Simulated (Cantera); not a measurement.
# Hydrogen reduction and annealing atmospheres: NiS + H₂

Charge: 1 mol NiS, 6.8 mol H₂, equilibrated at 0.210 Torr.

These are equilibrium values from Cantera (NASA tables, ideal gas, pure condensed phases), not measurements of a reactor. Candidate condensed phases: Ni, NiS, NiS₂, Ni₃S₂, Ni₃S₄, S; 9 gas species. Metal and sulfide melt together well below either melting point, which pure phases cannot show. Mutual solubility and eutectic melting of coexisting phases are not modelled. Gases not in the tables: S₃ to S₇. Rates play no part.

```json
[
 {"T (K)": "875", "log p H₂": "-3.57", "log p S₂": "-8.18", "log p H₂S": "-4.86", "log p Ni": "<-15", "log p H": "-12.09", "n Ni₃S₂(s)": "0.333", "n Ni₃S₂(l)": "0", "n Ni(s)": "0", "n Ni(l)": "0"},
 {"T (K)": "950", "log p H₂": "-3.57", "log p S₂": "-7.34", "log p H₂S": "-4.87", "log p Ni": "<-15", "log p H": "-11.04", "n Ni₃S₂(s)": "0.333", "n Ni₃S₂(l)": "0", "n Ni(s)": "0", "n Ni(l)": "0"},
 {"T (K)": "1025", "log p H₂": "-3.57", "log p S₂": "-6.64", "log p H₂S": "-4.88", "log p Ni": "-14.87", "log p H": "-10.15", "n Ni₃S₂(s)": "0.333", "n Ni₃S₂(l)": "0", "n Ni(s)": "0", "n Ni(l)": "0"},
 {"T (K)": "1100", "log p H₂": "-3.57", "log p S₂": "-6.10", "log p H₂S": "-4.92", "log p Ni": "-13.27", "log p H": "-9.37", "n Ni₃S₂(s)": "0", "n Ni₃S₂(l)": "0.333", "n Ni(s)": "0", "n Ni(l)": "0"},
 {"T (K)": "1175", "log p H₂": "-3.57", "log p S₂": "-5.73", "log p H₂S": "-5.01", "log p Ni": "-11.86", "log p H": "-8.70", "n Ni₃S₂(s)": "0", "n Ni₃S₂(l)": "0.333", "n Ni(s)": "0", "n Ni(l)": "0"},
 {"T (K)": "1250", "log p H₂": "-3.57", "log p S₂": "-5.51", "log p H₂S": "-5.14", "log p Ni": "-10.58", "log p H": "-8.10", "n Ni₃S₂(s)": "0", "n Ni₃S₂(l)": "0.333", "n Ni(s)": "0", "n Ni(l)": "0"},
 {"T (K)": "1325", "log p H₂": "-3.57", "log p S₂": "-5.39", "log p H₂S": "-5.29", "log p Ni": "-9.44", "log p H": "-7.57", "n Ni₃S₂(s)": "0", "n Ni₃S₂(l)": "0.333", "n Ni(s)": "0", "n Ni(l)": "0"},
 {"T (K)": "1400", "log p H₂": "-3.57", "log p S₂": "-5.32", "log p H₂S": "-5.44", "log p Ni": "-8.40", "log p H": "-7.10", "n Ni₃S₂(s)": "0", "n Ni₃S₂(l)": "0.333", "n Ni(s)": "0", "n Ni(l)": "0"},
 {"T (K)": "1475", "log p H₂": "-3.57", "log p S₂": "-5.08", "log p H₂S": "-5.50", "log p Ni": "-7.54", "log p H": "-6.67", "n Ni₃S₂(s)": "0", "n Ni₃S₂(l)": "0.240", "n Ni(s)": "0.280", "n Ni(l)": "0"},
 {"T (K)": "1550", "log p H₂": "-3.59", "log p S₂": "-4.77", "log p H₂S": "-5.52", "log p Ni": "-6.82", "log p H": "-6.30", "n Ni₃S₂(s)": "0", "n Ni₃S₂(l)": "0", "n Ni(s)": "0.994", "n Ni(l)": "0"},
 {"T (K)": "1625", "log p H₂": "-3.59", "log p S₂": "-4.78", "log p H₂S": "-5.66", "log p Ni": "-6.16", "log p H": "-5.95", "n Ni₃S₂(s)": "0", "n Ni₃S₂(l)": "0", "n Ni(s)": "0.976", "n Ni(l)": "0"},
 {"T (K)": "1700", "log p H₂": "-3.60", "log p S₂": "-4.79", "log p H₂S": "-5.80", "log p Ni": "-5.57", "log p H": "-5.63", "n Ni₃S₂(s)": "0", "n Ni₃S₂(l)": "0", "n Ni(s)": "0.913", "n Ni(l)": "0"},
 {"T (K)": "1775", "log p H₂": "-3.61", "log p S₂": "-4.83", "log p H₂S": "-5.96", "log p Ni": "-5.04", "log p H": "-5.34", "n Ni₃S₂(s)": "0", "n Ni₃S₂(l)": "0", "n Ni(s)": "0", "n Ni(l)": "0.717"}
]
```
log p: log10 of the partial pressure in bar; n: condensed amount in mol.

From 875 K to 1025 K the condensed part is Ni₃S₂(s). From 1100 K to 1400 K the condensed part is Ni₃S₂(l). At 1475 K the condensed part is Ni(s) + Ni₃S₂(l). From 1550 K to 1700 K the condensed part is Ni(s). At 1775 K the condensed part is Ni(l).
